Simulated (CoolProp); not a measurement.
A simple Rankine cycle with water: condensing at 320.15 K, boiler at 3.17 MPa, turbine inlet 515 K, turbine efficiency 0.6, pump efficiency 0.8, no recuperator. Each further row changes one setting.

Values from CoolProp's reference Helmholtz-energy equation of state, Wagner 2002.

| case | thermal efficiency (%) | net work (kJ/kg) | heat in (kJ/kg) | turbine exit temperature (K) | volume ratio over the turbine |
|---|---|---|---|---|---|
| as stated | 19.4 | 507 | 2620 | 320.1 | 191 |
| turbine inlet 535 K | 19.5 | 522 | 2680 | 320.1 | 182 |
| condensing temperature 312.15 K | 20.1 | 534 | 2650 | 312.1 | 281 |
| boiler pressure 2.22 MPa | 18.4 | 492 | 2670 | 320.1 | 130 |
| turbine efficiency 0.5 | 16.1 | 422 | 2620 | 320.1 | 198 |

The expansion ends wet for: as stated; turbine inlet 535 K; condensing temperature 312.15 K; boiler pressure 2.22 MPa; turbine efficiency 0.5.
